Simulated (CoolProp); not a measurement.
Values from CoolProp's reference Helmholtz-energy equation of state, Thol 2016.

### Question
For hexamethyldisiloxane (MM), give the phase and the density (kg/m³), cp (kJ/(kg K)), Joule-Thomson coefficient (K/MPa) at 387.5 K and 10900 kPa; 436.4 K and 10900 kPa; 534.2 K and 10900 kPa.

### Answer
- 387.5 K and 10900 kPa: liquid; density 689, cp 2.11, Joule-Thomson coefficient -0.305
- 436.4 K and 10900 kPa: liquid; density 639, cp 2.22, Joule-Thomson coefficient -0.204
- 534.2 K and 10900 kPa: supercritical; density 532, cp 2.44, Joule-Thomson coefficient 0.121
